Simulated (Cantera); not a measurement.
A closed system holds: 1 mol SiHCl₃, 0.052 mol HCl, 11 mol N₂, held at 4500 Pa.

Cantera equilibrium calculation (NASA polynomials, part measured and part estimated; ideal gas, pure solids and liquids). Candidate condensed phases: NH₄Cl, Si, Si₃N₄; 28 gas species. N₂ is the only nitrogen source here; it is nearly inert below about 1500 K, so the nitride shown seldom forms there in practice. The tables' values for SiCl₃ are old estimates; treat these amounts as uncertain. Rates play no part.

Problem. At 977 °C, list the 4 most abundant gas species with their mole fractions, and the condensed phases.

Solution. N₂ 0.875, HCl 0.0737, SiCl₄ 0.0424, H₂ 0.00611. Condensed: Si₃N₄(s).
